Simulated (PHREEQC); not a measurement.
Make-up at 25 °C: 0.0096 mol/kgw HCl, 5.1e-05 mol/kgw CuSO4 and 0.00034 mol/kgw MnSO4. Closed to the air; pH follows from the charge balance.

Model: ion-association model, phreeqc.dat, run in PHREEQC.

```yaml
pH: 2.06
ionic_strength: 0.0108 mol/kgw
specific_conductance: 3820 µS/cm
total_alkalinity: -9.60 meq/kg
```

| species | molality | activity | log γ |
|---|---|---|---|
| Cl- | 0.00959 | 0.00861 | -0.047 |
| H+ | 0.00945 | 0.00861 | -0.041 |
| Mn+2 | 0.000325 | 0.000217 | -0.176 |
| SO4-2 | 0.000238 | 0.000157 | -0.182 |
| HSO4- | 0.000146 | 0.000131 | -0.046 |
| Cu+2 | 4.91e-5 | 3.27e-5 | -0.176 |
| MnCl+ | 8.44e-6 | 7.61e-6 | -0.045 |
| MnSO4 | 6.03e-6 | 6.04e-6 | 0.001 |
| CuSO4 | 1.04e-6 | 1.05e-6 | 0.001 |

No solid was allowed to form. Complexes and solids missing from the database can't appear.
